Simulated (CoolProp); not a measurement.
Saturated liquid density (kg/m³) of C2F6 (R116): the reference equation beside estimates from Tc = 293.0 K, pc = 30.48 bar, ω = 0.257. Rackett uses Z = 0.29056 − 0.08775 ω.

Values from CoolProp's reference Helmholtz-energy equation of state, Lemmon 2006. It is a short technical equation, of lower accuracy than the large ones.

```json
[
 {"T (K)": "206.1", "reference": "1555", "Rackett": "1633", "van der Waals": "982.5", "Redlich-Kwong": "1423", "Soave-Redlich-Kwong": "1482", "Peng-Robinson": "1678"},
 {"T (K)": "212.4", "reference": "1525", "Rackett": "1601", "van der Waals": "963.5", "Redlich-Kwong": "1390", "Soave-Redlich-Kwong": "1450", "Peng-Robinson": "1643"},
 {"T (K)": "218.7", "reference": "1494", "Rackett": "1568", "van der Waals": "943.7", "Redlich-Kwong": "1354", "Soave-Redlich-Kwong": "1416", "Peng-Robinson": "1605"},
 {"T (K)": "225", "reference": "1462", "Rackett": "1533", "van der Waals": "922.9", "Redlich-Kwong": "1317", "Soave-Redlich-Kwong": "1379", "Peng-Robinson": "1564"},
 {"T (K)": "231.3", "reference": "1428", "Rackett": "1497", "van der Waals": "901.0", "Redlich-Kwong": "1278", "Soave-Redlich-Kwong": "1340", "Peng-Robinson": "1521"},
 {"T (K)": "237.7", "reference": "1393", "Rackett": "1459", "van der Waals": "877.6", "Redlich-Kwong": "1235", "Soave-Redlich-Kwong": "1298", "Peng-Robinson": "1473"},
 {"T (K)": "244", "reference": "1355", "Rackett": "1419", "van der Waals": "853.0", "Redlich-Kwong": "1191", "Soave-Redlich-Kwong": "1253", "Peng-Robinson": "1422"},
 {"T (K)": "250.3", "reference": "1315", "Rackett": "1377", "van der Waals": "826.7", "Redlich-Kwong": "1144", "Soave-Redlich-Kwong": "1204", "Peng-Robinson": "1366"},
 {"T (K)": "256.6", "reference": "1272", "Rackett": "1331", "van der Waals": "798.3", "Redlich-Kwong": "1093", "Soave-Redlich-Kwong": "1151", "Peng-Robinson": "1305"},
 {"T (K)": "262.9", "reference": "1224", "Rackett": "1281", "van der Waals": "767.3", "Redlich-Kwong": "1037", "Soave-Redlich-Kwong": "1092", "Peng-Robinson": "1237"},
 {"T (K)": "269.2", "reference": "1171", "Rackett": "1225", "van der Waals": "732.7", "Redlich-Kwong": "975.6", "Soave-Redlich-Kwong": "1026", "Peng-Robinson": "1160"}
]
```

Absolute difference from the reference over all 11 rows, mean and median: Rackett 4.8 and 4.7 %, van der Waals 37.0 and 37.0 %, Redlich-Kwong 11.8 and 11.3 %, Soave-Redlich-Kwong 7.5 and 6.8 %, Peng-Robinson 5.1 and 5.7 %.
